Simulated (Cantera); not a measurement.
A closed system holds: 1 mol (CH₃)₂SiCl₂, 2.7 mol HCl, 46 mol H₂, equilibrated at 1827 °C and 600 Pa.

Equilibrium computed with Cantera from the NASA thermochemical tables; the gas is ideal and each condensed phase is pure. Candidate condensed phases: C, C₆H₆, C₇H₈, C₈H₁₈, Si, SiC; 109 gas species. The feed counts by its element totals alone. The tables' values for SiCl are old estimates; treat these amounts as uncertain. Gases not in the tables: Si₂H₆ and higher silanes. The numbers say what is thermodynamically allowed, not how fast it happens.

Base state: H₂ 0.873, HCl 0.0818, H 0.0376, Cl 0.00259, Si 0.00173, SiCl₂ 0.00128, C₂H₂ (acetylene) 0.00126, SiCl 0.000221 (mole fractions); condensed: C(graphite) + SiC(s).

What changes in the equilibrium state with this change: H₂ from 46 to 110 mol?


```
species             before     after
----------------  --------  --------
H₂                   0.873     0.919
H                   0.0376    0.0386
HCl                 0.0818    0.0376
Cl                 0.00259   0.00116
Si                 0.00173   0.00173
SiCl₂              0.00128  0.000257
SiCl              0.000221   9.90e-5
C₂H₂ (acetylene)   0.00126   0.00133
SiH₂               1.24e-5   1.31e-5
SiH                6.81e-5   6.98e-5
C(graphite), mol      1.04     0.937
SiC(s), mol          0.807     0.710
```
